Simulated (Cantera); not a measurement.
Feed: 1 mol SiHCl3, 0.0072 mol Cl2, 460 mol H2, equilibrated at 1330 Pa.

These are equilibrium values from Cantera (NASA tables, ideal gas, pure condensed phases), not measurements of a reactor. Candidate condensed phases: Si; 19 gas species. Gases not in the tables: Si2H6 and higher silanes. Kinetics and transport are ignored.

Problem. What share of the Si ends up in condensed phases as a function of T (°C), at 977, 1027, 1077, 1127, 1177, 1227, 1277, 1327, 1377, 1427, 1477?

Solution. 
```csv
T (°C),Si condensed (%),as
977,95.2,Si(s)
1027,95.0,Si(s)
1077,94.8,Si(s)
1127,94.5,Si(s)
1177,94.3,Si(s)
1227,94.0,Si(s)
1277,93.6,Si(s)
1327,93.0,Si(s)
1377,91.9,Si(s)
1427,89.8,Si(l)
1477,86.5,Si(l)
```
